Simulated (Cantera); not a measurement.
Standard-state values (1 bar) from the NASA 1993 polynomials, evaluated with Cantera. Values are per mole of reaction as written; species without (g) are pure solids or liquids, kept so even where they would boil at 1 bar.

a) 2 Pb + S2(g) = 2 PbS
b) 4 Na + S2(g) = 2 Na2S
c) 2 Pb + S2(g) = 2 PbS(g)

### Question
Order these by ΔG° at 875 K, most negative first.

### Answer
b (-641 kJ), a (-171 kJ), c (20 kJ)
